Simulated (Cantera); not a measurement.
Source: NASA polynomial tables (part measured, part estimated), evaluated in Cantera. Values are per mole of reaction as written; species without (g) are pure solids or liquids, kept so even where they would boil at 1 bar.

Between 300 and 2975 K, where is each reaction favourable under standard conditions?
- 3 O(g) + 2 B ⇌ B2O3(g)


- 3 O(g) + 2 B ⇌ B2O3(g): ΔG° is -1520 kJ at 300 K and -850 kJ at 2975 K; it stays negative (K > 1). ΔH° is -1733 kJ and ΔS° -297 J/K at 2975 K.
